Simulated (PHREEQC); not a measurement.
# Leach liquor: an equilibrium model

Dissolve 0.076 mol/kgw HCl, 3.4e-05 mol/kgw LiCl and 0.001 mol/kgw Na2SO4 at 15 °C. Closed to the air; pH follows from the charge balance.

Model: ion-association model, wateq4f.dat, run in PHREEQC.

pH: 1.20
ionic strength: 0.0776 mol/kgw
total alkalinity: -76.0 meq/kg

| species | molality | activity | log γ |
|---|---|---|---|
| Cl- | 0.0760 | 0.0597 | -0.105 |
| H+ | 0.0753 | 0.0631 | -0.077 |
| Na+ | 0.00200 | 0.00160 | -0.097 |
| HSO4- | 0.000719 | 0.000572 | -0.099 |
| SO4-2 | 0.000280 | 0.000115 | -0.387 |
| Li+ | 3.40e-5 | 2.76e-5 | -0.090 |
| NaSO4- | 1.07e-6 | 8.63e-7 | -0.094 |
| LiSO4- | 1.73e-8 | 1.38e-8 | -0.096 |

Precipitation was switched off in this run.
